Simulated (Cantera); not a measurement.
Charge: 1 mol LiOH, 0.14 mol H₂O, at 2.10 mbar.

Equilibrium computed with Cantera from the NASA thermochemical tables; the gas is ideal and each condensed phase is pure. Candidate condensed phases: H₂O, Li, LiH, LiOH, Li₂O; 17 gas species. Kinetics and transport are ignored.

What share of the Li ends up in condensed phases as a function of T (K), at 873, 973, 1073, 1173, 1273, 1373, 1473, 1573, 1673, 1773?


```csv
T (K),Li condensed (%),as
873,100.0,Li₂O(s)
973,100.0,Li₂O(s)
1073,99.9,Li₂O(s)
1173,99.2,Li₂O(s)
1273,96.6,Li₂O(s)
1373,88.5,Li₂O(s)
1473,67.8,Li₂O(s)
1573,29.2,Li₂O(s)
1673,0.0,-
1773,0.0,-
```
